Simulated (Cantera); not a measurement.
A Cantera script and its output.

```python
import numpy as np
import cantera as ct

gas = ct.Solution("h2o2.yaml")
gas.TPX = 548, 100000, {'H2': 1, 'O2': 0.714, 'N2': 2.79, 'H2O': 0.74}
flame = ct.FreeFlame(gas, width=0.04)
flame.set_refine_criteria(ratio=3, slope=0.08, curve=0.16)
flame.transport_model = "mixture-averaged"
flame.solve(loglevel=0, auto=True)
z, T = flame.grid, flame.T
thick = (T[-1] - T[0]) / np.gradient(T, z).max()
show = ['H2', 'O2', 'H2O', 'HO2', 'H', 'OH']
print(f"laminar burning velocity  {flame.velocity[0] * 100:.3f} cm/s")
print(f"burnt temperature         {T[-1]:.1f} K")
print(f"thermal thickness         {thick * 1e3:.4f} mm")
print(f"grid points               {len(z)}")
z0 = z[flame.heat_release_rate.argmax()]
print(f"{'z/mm':>9s}{'T/K':>9s}{'u/(m/s)':>9s}" + "".join(f"{s:>11s}" for s in show))
rows = []
for k in (-3, -2, -1.5, -1, -0.5, -0.25, 0, 0.25, 0.5, 1, 2, 4, 8):
    zz = z0 + k * thick
    rows.append([k * thick, np.interp(zz, z, T), np.interp(zz, z, flame.velocity),
                 *(np.interp(zz, z, flame.X[gas.species_index(s)]) for s in show)])
    print(f"{rows[-1][0] * 1e3:9.3f}{rows[-1][1]:9.1f}{rows[-1][2]:9.3f}" + "".join(f"{x:11.3e}" for x in rows[-1][3:]))
```

Result:

```
laminar burning velocity  233.812 cm/s
burnt temperature         1892.8 K
thermal thickness         0.3977 mm
grid points               108
     z/mm      T/K  u/(m/s)         H2         O2        H2O        HO2          H         OH
   -1.193    548.0    2.338  1.906e-01  1.362e-01  1.411e-01  8.994e-10  3.923e-14  5.214e-14
   -0.795    548.0    2.337  1.901e-01  1.363e-01  1.412e-01  2.651e-08  2.433e-12  3.216e-12
   -0.597    548.2    2.334  1.889e-01  1.364e-01  1.415e-01  2.441e-07  3.061e-11  4.048e-11
   -0.398    550.3    2.330  1.839e-01  1.373e-01  1.426e-01  5.854e-06  1.857e-09  1.719e-09
   -0.199    614.3    2.533  1.569e-01  1.390e-01  1.529e-01  3.235e-04  3.089e-05  3.139e-05
   -0.099    845.6    3.401  1.195e-01  1.304e-01  1.850e-01  3.437e-04  1.172e-03  5.031e-04
    0.000   1170.5    4.631  7.166e-02  1.044e-01  2.430e-01  1.618e-04  6.225e-03  1.751e-03
    0.099   1405.3    5.527  3.528e-02  7.520e-02  2.948e-01  8.593e-05  1.037e-02  4.741e-03
    0.199   1539.3    6.036  1.981e-02  6.042e-02  3.197e-01  5.598e-05  9.814e-03  7.257e-03
    0.398   1672.2    6.526  1.188e-02  5.255e-02  3.358e-01  3.492e-05  5.943e-03  8.539e-03
    0.795   1775.9    6.895  7.133e-03  4.929e-02  3.468e-01  1.995e-05  2.449e-03  7.646e-03
    1.591   1840.2    7.118  3.445e-03  4.773e-02  3.546e-01  9.709e-06  7.520e-04  5.711e-03
    3.181   1873.3    7.231  1.335e-03  4.727e-02  3.591e-01  4.044e-06  1.749e-04  3.713e-03
```

Cantera simulation using the H2/O2 subset of GRI-Mech 3.0, which has no nitrogen chemistry; the numbers are that mechanism's predictions, not measurements. Burning velocities carry a grid error of a few per cent, more on coarse grids.
